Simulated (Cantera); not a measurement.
# trisilylamine + NH₃ + N₂ (silicon nitride deposition)

A closed system holds: 1 mol trisilylamine, 0.31 mol NH₃, 6.1 mol N₂, at 2098.15 K.

These are equilibrium values from Cantera (NASA tables, ideal gas, pure condensed phases), not measurements of a reactor. Candidate condensed phases: Si, Si₃N₄; 18 gas species. The feed counts by its element totals alone. Mutual solubility and eutectic melting of coexisting phases are not modelled. The tables' values for SiN are old estimates; treat these amounts as uncertain. Gases not in the tables: Si₂H₆ and higher silanes. Rates play no part.

```json
[
 {"P (Pa)": "5", "x N₂": "0.414", "x H₂": "0.205", "x H": "0.197", "x Si": "0.183", "x Si₂": "0.000166", "x SiH": "0.000319", "x Si₂N": "1.46e-5", "x SiN": "0.000173", "n Si(l)": "0", "n Si₃N₄(s)": "0"},
 {"P (Pa)": "21", "x N₂": "0.434", "x H₂": "0.264", "x H": "0.109", "x Si": "0.190", "x Si₂": "0.000751", "x SiH": "0.000771", "x Si₂N": "0.000139", "x SiN": "0.000378", "n Si(l)": "0", "n Si₃N₄(s)": "0"},
 {"P (Pa)": "85", "x N₂": "0.468", "x H₂": "0.314", "x H": "0.0592", "x Si": "0.154", "x Si₂": "0.00200", "x SiH": "0.00137", "x Si₂N": "0.000768", "x SiN": "0.000639", "n Si(l)": "0.654", "n Si₃N₄(s)": "0"},
 {"P (Pa)": "350", "x N₂": "0.544", "x H₂": "0.384", "x H": "0.0323", "x Si": "0.0374", "x Si₂": "0.000485", "x SiH": "0.000746", "x Si₂N": "0.000409", "x SiN": "0.000340", "n Si(l)": "2.50", "n Si₃N₄(s)": "0"},
 {"P (Pa)": "1400", "x N₂": "0.566", "x H₂": "0.407", "x H": "0.0166", "x Si": "0.00934", "x Si₂": "0.000121", "x SiH": "0.000384", "x Si₂N": "0.000208", "x SiN": "0.000173", "n Si(l)": "2.87", "n Si₃N₄(s)": "0"},
 {"P (Pa)": "5900", "x N₂": "0.573", "x H₂": "0.417", "x H": "0.00818", "x Si": "0.00222", "x Si₂": "2.88e-5", "x SiH": "0.000189", "x Si₂N": "0.000102", "x SiN": "8.49e-5", "n Si(l)": "2.97", "n Si₃N₄(s)": "0"},
 {"P (Pa)": "24000", "x N₂": "0.575", "x H₂": "0.420", "x H": "0.00408", "x Si": "0.000545", "x Si₂": "7.07e-6", "x SiH": "9.43e-5", "x Si₂N": "5.07e-5", "x SiN": "4.22e-5", "n Si(l)": "2.99", "n Si₃N₄(s)": "0"},
 {"P (Pa)": "100000", "x N₂": "0.560", "x H₂": "0.438", "x H": "0.00204", "x Si": "0.000131", "x Si₂": "1.70e-6", "x SiH": "4.71e-5", "x Si₂N": "2.45e-5", "x SiN": "2.04e-5", "n Si(l)": "2.37", "n Si₃N₄(s)": "0.210"}
]
```
x: gas mole fraction; n: condensed amount in mol.

From 5.00 Pa to 21.0 Pa nothing is condensed. From 85.0 Pa to 24000 Pa the condensed part is Si(l). At 100000 Pa the condensed part is Si(l) + Si₃N₄(s). The main Si-bearing gas is Si throughout.
